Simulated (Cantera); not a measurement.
A perfectly stirred reactor is fed with 32.8 % H2, 13.7 % O2, 51.5 % N2, 2.10 % H2O, equivalence ratio 1.2, at 100000 Pa; it is adiabatic with a 750 K inlet, and is followed from long to short residence time, starting on the burning branch (τ in s: 0.051, 0.017, 0.006, 0.0021, 0.00071, 0.00025, 8.5e-05, 2.9e-05, 1e-05, 3.5e-06).

Model: the H2/O2 subset of GRI-Mech 3.0, which has no nitrogen chemistry, integrated in Cantera.

Predict: blow-out, bracketed by the residence times tried; x(H2) at τ = 51.0 ms; x(O2) at τ = 51.0 ms; x(H2O) at τ = 51.0 ms; x(O) at τ = 51.0 ms; x(HO2) at τ = 51.0 ms; x(H2) at τ = 0.250 ms; x(O2) at τ = 0.250 ms; x(H2O) at τ = 0.250 ms; x(O) at τ = 0.250 ms; x(HO2) at τ = 0.250 ms.


```
Item                                                                           Value
------------------------------------------------  ----------------------------------
blow-out, bracketed by the residence times tried  burning at 10.0 µs, out at 3.50 µs
x(H2) at τ = 51.0 ms                                                          0.0672
x(O2) at τ = 51.0 ms                                                         0.00183
x(H2O) at τ = 51.0 ms                                                          0.322
x(O) at τ = 51.0 ms                                                         0.000928
x(HO2) at τ = 51.0 ms                                                        8.99e-7
x(H2) at τ = 0.250 ms                                                         0.0779
x(O2) at τ = 0.250 ms                                                         0.0107
x(H2O) at τ = 0.250 ms                                                         0.279
x(O) at τ = 0.250 ms                                                         0.00640
x(HO2) at τ = 0.250 ms                                                       5.23e-6
```
